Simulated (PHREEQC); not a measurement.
0.036 g of hydrous ferric oxide (600 m²/g; 0.2 weak and 0.005 strong sites per Fe, Dzombak-Morel constants, diffuse double layer) in 1 kg of water with 0.01 mol/kgw of an inert sodium salt and 8.7e-06 mol/kgw NiCl2, at 25 °C; the pH is set by adding NaOH or the inert anion's acid. Oxygen is held at 0.21 atm. No CO2 enters from the air. Precipitation was switched off in this run.

Base run: PHREEQC, ion-association model, wateq4f.dat. Each further column changes one thing. The table gives surface charge σ (C/m²).

```csv
pH,base,background salt from 0.01 to 0.001 mol/kgw,oxide from 0.036 to 0.18 g/kgw
4,0.216,0.118,0.216
4.75,0.135,0.063,0.136
5.88,0.055,0.022,0.055
6.62,0.028,0.010,0.027
7.38,0.012,0.004,0.011
8.12,0.002,0.001,0.000
9.25,-0.013,-0.005,-0.017
10,-0.032,-0.012,-0.039
```
